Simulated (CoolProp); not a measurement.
Vapour-liquid equilibrium of R22 (1) + R152A (2) at 322.8 K; x and y are mole fractions of (1).

Values from CoolProp's multi-fluid Helmholtz-energy mixture model, Kamei 1995 and Outcalt 1996; pair parameters Bell 2016.

```csv
x,"bubble pressure, mixture model (kPa)","bubble pressure, Raoult's law (kPa)","y, mixture model","y, Raoult's law"
0.05,[?],1205,0.066,0.080
0.125,1236,1262,0.162,0.191
0.2,1280,1319,0.254,0.292
0.275,1326,1376,0.343,0.385
0.35,1375,1433,0.428,0.471
0.425,1426,1490,0.509,0.550
0.5,[?],1547,0.586,0.623
0.575,1538,1604,0.660,0.691
0.65,1599,1661,[?],0.754
0.725,[?],1718,[?],0.813
0.8,1731,1775,0.857,0.869
0.875,1802,1832,0.914,0.920
0.95,1876,1889,[?],0.969
```

### Question
Some entries are withheld; supply them.

### Answer

- 0.05, bubble pressure, mixture model (kPa): 1194
- 0.5, bubble pressure, mixture model (kPa): 1480
- 0.65, y, mixture model: 0.730
- 0.725, bubble pressure, mixture model (kPa): 1663
- 0.725, y, mixture model: 0.796
- 0.95, y, mixture model: 0.967

The largest gap from Raoult's law is -4.3 % in bubble pressure, at x = 0.5. No azeotrope shows between x = 0.05 and 0.95.

The pair parameters rest on a limited set of measurements; away from them the model extrapolates.
